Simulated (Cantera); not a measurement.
Cantera run, input and output.

```python
import numpy as np
import cantera as ct

gas = ct.Solution("gri30.yaml", transport_model="multicomponent")
show = ['H2O', 'OH', 'CO2']

rows = []
print(f"{'T/K':>7s}{'rho':>11s}{'cp':>10s}{'mu':>11s}{'lambda':>11s}{'Pr':>7s}" + "".join(f"{'D_' + s:>11s}" for s in show))
for T in [400, 500, 600, 700, 800, 900, 1000, 1100, 1200]:
    gas.TPX = T, 120000, {'N2': 0.067, 'N2O': 0.29}
    Pr = gas.cp_mass * gas.viscosity / gas.thermal_conductivity
    D = [gas.mix_diff_coeffs_mole[gas.species_index(s)] for s in show]
    rows.append([gas.density, gas.cp_mass, gas.viscosity, gas.thermal_conductivity, Pr, *D])
    print(f"{T:7g}{gas.density:11.4e}{gas.cp_mass:10.1f}{gas.viscosity:11.4e}"
          f"{gas.thermal_conductivity:11.4e}{Pr:7.3f}" + "".join(f"{d:11.4e}" for d in D))
print("SI units: kg/m3, J/kg/K, Pa s, W/m/K, m2/s")
```

Result:

```
    T/K        rho        cp         mu     lambda     Pr      D_H2O       D_OH      D_CO2
    400 1.4797e+00     980.1 1.9904e-05 2.6534e-02  0.735 2.5939e-05 3.6137e-05 1.7117e-05
    500 1.1838e+00    1044.5 2.3988e-05 3.3996e-02  0.737 3.9996e-05 5.3369e-05 2.5836e-05
    600 9.8648e-01    1097.8 2.7714e-05 4.1245e-02  0.738 5.6517e-05 7.3059e-05 3.5904e-05
    700 8.4556e-01    1143.2 3.1164e-05 4.8295e-02  0.738 7.5290e-05 9.5035e-05 4.7213e-05
    800 7.3986e-01    1182.5 3.4393e-05 5.5160e-02  0.737 9.6148e-05 1.1917e-04 5.9680e-05
    900 6.5766e-01    1216.4 3.7440e-05 6.1811e-02  0.737 1.1896e-04 1.4535e-04 7.3238e-05
   1000 5.9189e-01    1243.8 4.0337e-05 6.8151e-02  0.736 1.4360e-04 1.7350e-04 8.7835e-05
   1100 5.3808e-01    1264.1 4.3105e-05 7.4091e-02  0.735 1.6999e-04 2.0353e-04 1.0342e-04
   1200 4.9324e-01    1282.6 4.5763e-05 7.9882e-02  0.735 1.9806e-04 2.3540e-04 1.1997e-04
SI units: kg/m3, J/kg/K, Pa s, W/m/K, m2/s
```

Model: GRI-Mech 3.0 (53 species, 325 reactions), integrated in Cantera. The composition is frozen, though it would react at the higher temperatures.
